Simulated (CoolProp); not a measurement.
Isobutane along the isotherm 465.9 K: density (kg/m³) from the reference equation and from simpler models built on Tc = 407.8 K, pc = 3.629 MPa, ω = 0.184; each cubic takes its own stable root.

Computed with CoolProp (reference Helmholtz-energy equation of state, Bücker 2006).

```csv
p (MPa),phase,reference,ideal gas,van der Waals,Redlich-Kwong,Soave-Redlich-Kwong,Peng-Robinson
0.389,gas,5.978,5.837,5.976,5.986,5.978,6.000
0.778,gas,12.26,11.67,12.26,12.30,12.26,12.35
1.17,gas,18.94,17.56,18.93,19.02,18.93,19.14
1.56,gas,25.97,___,25.98,26.13,25.94,26.33
1.94,gas,33.25,29.11,33.30,33.50,33.18,33.82
2.33,gas,41.21,34.96,41.37,41.61,41.09,___
2.72,gas,49.75,40.81,50.11,50.34,49.54,50.89
3.11,gas,58.96,46.66,59.67,59.81,58.60,60.45
3.5,gas,68.95,52.51,70.28,70.15,68.36,70.82
3.89,supercritical,79.86,58.37,___,81.50,___,82.10
4.28,supercritical,91.84,64.22,95.95,94.06,90.38,94.39
4.67,supercritical,105.1,70.07,112.0,108.0,___,107.8
5.05,supercritical,119.3,75.77,130.4,123.1,115.9,122.0
5.44,supercritical,135.5,81.62,___,140.0,130.4,137.6
```

**Question.** Complete the blanks.

**Answer.** 
- 1.56, ideal gas: 23.41
- 2.33, Peng-Robinson: 42.04
- 3.89, van der Waals: 82.23
- 3.89, Soave-Redlich-Kwong: 78.92
- 4.67, Soave-Redlich-Kwong: 102.8
- 5.44, van der Waals: 151.7
